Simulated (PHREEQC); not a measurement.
## Alkaline etch or developer: speciation

Make-up at 25 °C: 76 mmol/kgw KOH, 15 mmol/kgw CO2 and 7.8 mmol/kgw Na2CO3. Closed to the air; pH follows from the charge balance.

Computed with PHREEQC (ion-association model, phreeqc.dat).

No solid was allowed to form.

Problem. Estimate the pH, density, ionic strength.

Solution. pH 12.54; density 1.002 g/cm³; ionic strength 0.110 mol/kgw.

Problem. In which forms is Na present?

Solution. Na+ 87 %, NaCO3- 13 % of the Na.
